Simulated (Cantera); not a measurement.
An isothermal, constant-pressure homogeneous reactor starts with 9.35 % C2H6, 90.7 % N2, at 1248 K and 0.0133 bar.

Model: GRI-Mech 3.0 (53 species, 325 reactions), integrated in Cantera. GRI-Mech 3.0 stops at C3 and has no aromatics, soot or wall deposition, so with more carbon than oxygen in the feed, carbon stays in small species such as C2H2 where larger ones or solid carbon would form. Radical loss at walls, strong at low pressure, is not modelled.

### Question
Predict: x(C2H6) at 30.0 s; x(C2H2) at 30.0 s; x(HCN) at 30.0 s; x(H) at 30.0 s; x(C2H4) at 30.0 s.

### Answer
```
Property                                            Result
-----------------  ---------------------------------------
x(C2H6) at 30.0 s  1.42e-6 (gas-phase equilibrium 9.04e-8)
x(C2H2) at 30.0 s    0.0593 (gas-phase equilibrium 0.0431)
x(HCN) at 30.0 s    3.91e-9 (gas-phase equilibrium 0.0673)
x(H) at 30.0 s     7.61e-7 (gas-phase equilibrium 1.59e-6)
x(C2H4) at 30.0 s  0.0106 (gas-phase equilibrium 0.000510)
```
